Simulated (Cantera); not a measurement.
Mixture: CH4 : C2H6 : C3H8 : O2 : N2 = 1 : 0.09 : 0.29 : 4.65 : 18.1 (molar parts), equivalence ratio 0.81, at 32.0 bar, adiabatic and at constant pressure. Ignition delay is the time to a rise of 400 K.

Computed with Cantera and GRI-Mech 3.0 (53 species, 325 reactions). GRI-Mech 3.0 was tuned for natural gas; its chemistry of propane as a main component is partial and can be far from experiment. The pressure lies above the range GRI-Mech 3.0 was tuned for (to about 10 atm).

### Question
Predict: delay at 1075 K; delay at 1125 K; delay at 1175 K; delay at 1225 K; delay at 1275 K; delay at 1325 K; apparent activation energy between 1225 and 1325 K.

### Answer
```json
{
  "delay at 1075 K": "2.47 ms",
  "delay at 1125 K": "1.20 ms",
  "delay at 1175 K": "0.614 ms",
  "delay at 1225 K": "0.322 ms",
  "delay at 1275 K": "0.173 ms",
  "delay at 1325 K": "94.7 µs",
  "apparent activation energy between 1225 and 1325 K": "170 kJ/mol"
}
```
